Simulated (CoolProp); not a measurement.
Ethanol along the isobar 195 bar: density (kg/m³) from the reference equation and from simpler models built on Tc = 241.6 °C, pc = 62.68 bar, ω = 0.644; each cubic takes its own stable root.

Values from CoolProp's reference Helmholtz-energy equation of state, Schroeder 2014.

```json
[
 {"T (°C)": "-58.25", "phase": "liquid", "reference": "866.9"},
 {"T (°C)": "-32.55", "phase": "liquid", "reference": "846.0"},
 {"T (°C)": "-6.95", "phase": "liquid", "reference": "825.9"},
 {"T (°C)": "18.75", "phase": "liquid", "reference": "806.0"},
 {"T (°C)": "44.35", "phase": "liquid", "reference": "785.9"},
 {"T (°C)": "70.05", "phase": "liquid", "reference": "765.0"},
 {"T (°C)": "95.65", "phase": "liquid", "reference": "742.8"},
 {"T (°C)": "121.35", "phase": "liquid", "reference": "718.3"},
 {"T (°C)": "146.95", "phase": "liquid", "reference": "690.8"},
 {"T (°C)": "172.65", "phase": "liquid", "reference": "659.3"},
 {"T (°C)": "198.25", "phase": "liquid", "reference": "623.9"},
 {"T (°C)": "223.85", "phase": "liquid", "reference": "584.2"},
 {"T (°C)": "249.55", "phase": "supercritical", "reference": "538.2"},
 {"T (°C)": "275.15", "phase": "supercritical", "reference": "481.8"}
]
```

Problem. How far does each simpler model (van der Waals, Redlich-Kwong, Peng-Robinson) lie from the reference over these 14 states: mean and median of the absolute difference, and the worst?

Solution. 
- van der Waals: mean 42.3 %, median 43.9 %, worst -45.4 % at -58.25 °C and 195 bar
- Redlich-Kwong: mean 21.1 %, median 21.2 %, worst -22.7 % at 198.25 °C and 195 bar
- Peng-Robinson: mean 8.0 %, median 6.5 %, worst -16.4 % at 275.15 °C and 195 bar
